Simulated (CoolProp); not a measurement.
Model: reference Helmholtz-energy equation of state, Thol 2017, in CoolProp.

Task: For decamethyltetrasiloxane (MD2M), give the phase and the Z, cv (kJ/(kg K)), Joule-Thomson coefficient (K/MPa), isothermal compressibility (1/MPa) at 267.3 K and 0.651 MPa; 304 K and 0.651 MPa; 469.1 K and 0.651 MPa.

Result: 
- 267.3 K and 0.651 MPa: liquid; Z 0.103, cv 1.34, Joule-Thomson coefficient -0.479, isothermal compressibility 0.00129
- 304 K and 0.651 MPa: liquid; Z 0.0948, cv 1.45, Joule-Thomson coefficient -0.439, isothermal compressibility 0.00170
- 469.1 K and 0.651 MPa: liquid; Z 0.0776, cv 1.84, Joule-Thomson coefficient -0.0885, isothermal compressibility 0.00885
